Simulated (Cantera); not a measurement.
A Cantera script and what it prints.

```python
import numpy as np
import cantera as ct

gas_names = """
    Cu CuO Cu2 H HO2 H2 H2O H2O2 O OH O2 O3
""".split()
cond_names = """
    Cu(cr) Cu(L) CuO(s) CuO2H2(s) Cu2O(s) Cu2O(L) H2O(s) H2O(L)
""".split()


# ... load() reads the species with a 1 bar reference pressure and builds the phases ...
atoms = {
    'Cu2O': {'Cu': 2, 'O': 1},
    'H2': {'H': 2},
    'H2O': {'H': 2, 'O': 1},
}
top_T = {'CuO(s)': 1390}  # K; cautious upper limits of use, not melting points


# ... equilibrate(T, P, feed) seeds the gas with the atoms and calls Mixture.equilibrate('TP', solver="vcs", rtol=1e-11, max_steps=5000) ...
results = []
T = 600  # K
P = 101325  # Pa
for m in [0.47, 2, 8.8, 38, 160, 700, 3000]:
    feed = {'Cu2O': 1, 'H2': m, 'H2O': 0.25}  # mol
    mix = equilibrate(T, P, feed)
    results.append((T, P, feed, dict(zip(mix.species_names, mix.species_moles))))

top = {s: max(r[3][s] / sum(r[3][g] for g in gas_names) for r in results) for s in gas_names}
cols = sorted((s for s in top if top[s] > 0.001), key=lambda s: -top[s])[:6]
seen = [c for c in cond_names if any(r[3].get(c, 0) > 1e-12 for r in results)]
print("log10 of partial pressures in bar; condensed amounts in mol")
print(f"{'n(H2)':>10s}" + "".join(f"{s[:9]:>10s}" for s in cols + seen))
for T, P, feed, n in results:
    ng = sum(n[g] for g in gas_names)
    print(f"{feed['H2']:10.4g}" + "".join(f"{np.log10(max(n[s] / ng * P / 1e5, 1e-99)):10.3f}" for s in cols)
          + "".join(f"{n.get(c, 0):10.4g}" for c in seen))
```

Output:

```
log10 of partial pressures in bar; condensed amounts in mol
     n(H2)       H2O        H2    Cu(cr)   Cu2O(s)
      0.47     0.006    -7.746      0.94      0.53
         2    -0.250    -0.346         2         0
       8.8    -0.854    -0.059         2         0
        38    -1.480    -0.009         2         0
       160    -2.102     0.002         2         0
       700    -2.743     0.005         2         0
      3000    -3.375     0.006         2         0
```

These are equilibrium values from Cantera (NASA tables, ideal gas, pure condensed phases), not measurements of a reactor.
